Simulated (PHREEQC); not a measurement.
PHREEQC input (ion-association model, wateq4f.dat):

```
SOLUTION_MASTER_SPECIES
  An  An-  0  An  62.0  # stands for a non-complexing anion
SOLUTION_SPECIES
  An- = An-
    -log_k 0
    -gamma 3.0 0
PHASES
  Fix_H+
    H+ = H+
    -log_k 0
SOLUTION 1
  temp 25
  units mmol/kgw
  pH 7 charge
  Cl 1.2022
  Mn(2) 0.0011
  B 0.5
  Cu(2) 0.6
  Na 100
  An 100
END
SELECTED_OUTPUT 1
  -reset false
  -pH true
  -pe true
  -ionic_strength true
  -water true
  -totals B Cl Cu Mn Na Cu(1) Cu(2) Mn(2) Mn(3) Mn(6)
    Mn(7)
  -molalities Hfo_wOH Hfo_wOH2+ Hfo_wO- Hfo_sOH Hfo_sOH2+ Hfo_sO- Hfo_sOMn+ Hfo_wOMn+ Hfo_wH2BO3 Hfo_sOCu+
    Hfo_wOCu+
  -saturation_indices Pyrochroite Cu(OH)2 Atacamite Halite
USER_PUNCH 1
  -headings sigma psi
  10 PUNCH EDL("sigma", "Hfo"), EDL("psi", "Hfo")
PRINT
  -reset false
USE solution 1
SURFACE 1
  Hfo_wOH 0.000337079 600 0.15
  Hfo_sOH 8.42697e-06
EQUILIBRIUM_PHASES 1
  Fix_H+ -4 HAn 10
    -force_equality true
END
# ... the last block is repeated for the other 16 points of pH, with NaOH or the acid as the point needs
```

Selected output (columns that matter, 17 of 17 rows; pH added in front):

```
pH	mu	B	Cu	Mn	Na	m_Hfo_wOH	m_Hfo_wOH2+	m_Hfo_wO-	si_Pyrochroite	si_Cu(OH)2	si_Atacamite	si_Halite	sigma	psi
4	0.10206	0.00049991	0.00059481	1.1e-06	0.1	4.4326e-05	0.0002911	1.5462e-07	-13.562	-4.2691	-5.6347	-5.727	0.32182	0.14627
4.5	0.10191	0.00049982	0.00058136	1.1e-06	0.1	8.5538e-05	0.00023936	7.0027e-07	-12.562	-3.2789	-4.1543	-5.7269	0.27672	0.13861
5	0.10171	0.00049974	0.0005279	1.1e-06	0.1	0.00012173	0.00014895	2.279e-06	-11.562	-2.3208	-2.738	-5.7268	0.23467	0.13028
5.5	0.10152	0.00049975	0.00042697	1.1e-06	0.10013	0.00011788	4.7615e-05	6.6854e-06	-10.562	-1.4142	-1.4245	-5.726	0.22941	0.12918
6	0.10144	0.00049983	0.00035725	1.0999e-06	0.10026	7.7618e-05	8.2763e-06	1.6676e-05	-9.5616	-0.501	-0.098	-5.7253	0.25126	0.13382
6.5	0.10136	0.00049991	0.00032508	1.0999e-06	0.10038	3.9571e-05	1.2073e-06	2.9713e-05	-8.5616	0.3909	1.1858	-5.7247	0.26419	0.13639
7	0.10126	0.00049995	0.00032305	1.0998e-06	0.10062	2.2079e-05	2.4181e-07	4.6182e-05	-7.5615	1.0925	2.0891	-5.7235	0.24766	0.13313
7.5	0.10118	0.00049996	0.00034391	1.0992e-06	0.10092	1.7084e-05	9.2612e-08	7.2194e-05	-6.5618	1.4742	2.3526	-5.7222	0.19724	0.12162
8	0.10119	0.00049996	0.00037334	1.0947e-06	0.10109	1.6413e-05	6.0317e-08	0.00010232	-5.564	1.6055	2.1152	-5.7214	0.13336	0.10203
8.5	0.10127	0.00049997	0.00039777	1.0576e-06	0.10123	1.6405e-05	4.865e-08	0.00012672	-4.5803	1.6474	1.6989	-5.7209	0.081024	0.077961
9	0.10142	0.00049998	0.00041503	8.1384e-07	0.10139	1.6298e-05	4.2299e-08	0.00014386	-3.6981	1.6678	1.2396	-5.7203	0.044387	0.051809
9.5	0.10159	0.00049998	0.00042751	2.6657e-07	0.10158	1.6121e-05	3.817e-08	0.00015598	-3.1949	1.6809	0.7658	-5.7196	0.018586	0.024589
10	0.10178	0.00049999	0.00043737	3.9543e-08	0.10178	1.5938e-05	3.5098e-08	0.0001658	-3.0596	1.6907	0.2853	-5.7189	-0.0022789	-0.0031266
10.5	0.10211	0.00049999	0.00044735	5.4795e-09	0.10212	1.5716e-05	3.2155e-08	0.00017596	-3.0149	1.6998	-0.1967	-5.7177	-0.023855	-0.030815
11	0.10304	0.00049999	0.00046034	9.8873e-10	0.10306	1.5373e-05	2.8601e-08	0.00018928	-2.973	1.7098	-0.6769	-5.7144	-0.052068	-0.057951
11.5	0.10593	0.00049999	0.00047961	2.6387e-10	0.10597	1.4768e-05	2.3889e-08	0.00020915	-2.9143	1.7193	-1.159	-5.7044	-0.094058	-0.083935
12	0.11514	0.00049999	0.00050987	1.3184e-10	0.1152	1.3656e-05	1.7764e-08	0.00024048	-2.8308	1.7121	-1.6769	-5.6744	-0.16014	-0.10791
```

Along this series the solution becomes supersaturated in solids that the run did not let form, among them Cu(OH)2, Atacamite. The database's constant for dissolved Cu(OH)2 is higher than later reviews accept.
